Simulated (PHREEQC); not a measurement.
Solution (20 °C): 1.9 mmol/kgw TMAH, 0.09 mmol/kgw K2SO4 and 7.5 mmol/kgw KH2PO4. Closed to the air; pH follows from the charge balance.

Computed with PHREEQC (ion-association model, phreeqc.dat).

This is a speciation only: nothing precipitates in the calculation.

Q: Order these P species by the share of P that they hold, largest first: HPO4-2, KHPO4-, H2PO4-.

A: H2PO4- (75 %), HPO4-2 (25 %), KHPO4- (0.24 %)

The pH is 6.61 and the ionic strength 0.0115 mol/kgw. Complexes and solids missing from the database can't appear. (CH3)4N+ isn't in the database: it is added as a free cation with an ion size of 4 Å.
